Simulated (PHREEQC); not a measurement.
2 g of hydrous ferric oxide (600 m²/g; 0.2 weak and 0.005 strong sites per Fe, Dzombak-Morel constants, diffuse double layer) in 1 kg of water with 0.3 mol/kgw of an inert sodium salt and 0.0055 mol ZnSO4 and 0.0024 mol CuCl2, at 25 °C; the pH is set by adding NaOH or the inert anion's acid. Oxygen is held at 0.21 atm. The system is closed to CO2. Nothing may precipitate in this run.

The numbers come from PHREEQC with the ion-association model, wateq4f.dat.

| pH | S sorbed (%) | Zn sorbed (%) | Cu sorbed (%) | surface charge σ (C/m²) | surface potential ψ (mV) |
|---|---|---|---|---|---|
| 4 | 27.4 | 0.0 | 4.8 | 0.124 | 71 |
| 4.5 | 26.5 | 0.1 | 16.7 | 0.124 | 71 |
| 5 | 24.1 | … | 52.7 | 0.129 | 73 |
| 5.5 | 20.6 | 1.8 | 85.6 | … | 74 |
| 6 | … | 7.3 | 96.5 | 0.130 | 73 |
| 6.5 | 15.4 | 15.7 | 98.5 | 0.140 | 77 |
| 7 | 13.8 | 21.2 | 98.4 | 0.160 | … |
| 7.5 | 11.8 | 25.6 | … | 0.182 | 89 |
| 8 | 9.1 | 33.6 | 78.8 | … | 93 |
| 8.5 | 5.9 | 45.6 | 46.7 | 0.191 | 91 |
| 9 | 2.4 | 49.7 | 24.7 | 0.157 | 82 |
| 9.5 | 0.5 | 45.9 | … | 0.103 | 63 |
| 10 | 0.1 | 41.5 | 14.5 | 0.055 | 39 |

Question: Complete the blanks.

Answer: 
- 5, Zn sorbed (%): 0.4
- 5.5, surface charge σ (C/m²): 0.131
- 6, S sorbed (%): 17.5
- 7, surface potential ψ (mV): 83
- 7.5, Cu sorbed (%): 95.1
- 8, surface charge σ (C/m²): 0.196
- 9.5, Cu sorbed (%): 17.3

Along this series the solution becomes supersaturated in solids that the run did not let form, among them Cu(OH)2, Brochantite, Antlerite, Atacamite, Zn(OH)2-e. Complexes and solids missing from the database can't appear. The database's constant for dissolved Cu(OH)2 is higher than later reviews accept.
